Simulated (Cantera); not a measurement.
Input: 1 mol FeS₂, 200 mol H₂, 0.04 mol H₂O, equilibrated at 0.0100 bar.

Cantera equilibrium calculation (NASA polynomials, part measured and part estimated; ideal gas, pure solids and liquids). Candidate condensed phases: Fe, FeO, Fe(OH)₂, Fe(OH)₃, FeS, FeSO₄, FeS₂, Fe₂O₃, Fe₂(SO₄)₃, Fe₃O₄, H₂O, H₂SO₄, S; 22 gas species. Rates play no part. All values below are at 1675 K.

Base state: H₂ 0.990, H₂S 0.00613, S₂ 0.00133, H 0.00116, SH 0.00109, Fe 0.000415, H₂O 0.000199, S 9.15e-5 (mole fractions); condensed: Fe(δ).

Q: What changes in the equilibrium state with this change: H₂ from 200 to 4.2 mol?

A: 
| species | before | after |
|---|---|---|
| H₂ | 0.990 | 0.857 |
| S₂ | 0.00133 | 0.0823 |
| H₂S | 0.00613 | 0.0418 |
| Fe | 0.000415 | 0.000165 |
| SO | 1.45e-7 | 5.64e-5 |
| H₂O | 0.000199 | 0.00854 |
| S | 9.15e-5 | 0.000721 |
| SH | 0.00109 | 0.00801 |
| Fe(δ), mol | 0.917 | 0 |
| FeS(l), mol | 0 | 0.999 |
FeS: taken at fixed stoichiometry.
